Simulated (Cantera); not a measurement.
Cantera run:

```python
import numpy as np
import cantera as ct

gas_names = """
    H HO2 H2 H2O H2O2 O OH O2 O3 Ta TaO TaO2
""".split()
cond_names = """
    H2O(s) H2O(L) Ta(cr) Ta(L) Ta2O5(s) Ta2O5(L)
""".split()


# ... load() reads the species with a 1 bar reference pressure and builds the phases ...
atoms = {
    'Ta2O5': {'Ta': 2, 'O': 5},
    'H2': {'H': 2},
    'H2O': {'H': 2, 'O': 1},
}
top_T = {}  # K; cautious upper limits of use, not melting points


# ... equilibrate(T, P, feed) seeds the gas with the atoms and calls Mixture.equilibrate('TP', solver="vcs", rtol=1e-11, max_steps=5000) ...
results = []
feed = {'Ta2O5': 1, 'H2': 0.37, 'H2O': 0.039}  # mol
T = 1723  # K
P = 1333.22  # Pa
mix = equilibrate(T, P, feed)
results.append((T, P, feed, dict(zip(mix.species_names, mix.species_moles))))
x = sorted(zip(gas.X, gas.species_names), reverse=True)
print(f"T = {T:g} K  P = {P:g} Pa  gas = {mix.phase_moles(0):.4g} mol")
print("   x: " + "  ".join(f"{s} {v:.3e}" for v, s in x if v > 1e-06))
print("   condensed (mol): " + ("  ".join(f"{mix.phase(i).name} {mix.phase_moles(i):.4g}"
      for i in range(1, mix.n_phases) if mix.phase_moles(i) > 1e-12) or "none"))
```

Output:

```
T = 1723 K  P = 1333.22 Pa  gas = 0.4093 mol
   x: H2 9.032e-01  H2O 9.527e-02  H 1.501e-03  OH 8.679e-06
   condensed (mol): Ta2O5(s) 1
```

Equilibrium computed with Cantera from the NASA thermochemical tables; the gas is ideal and each condensed phase is pure.
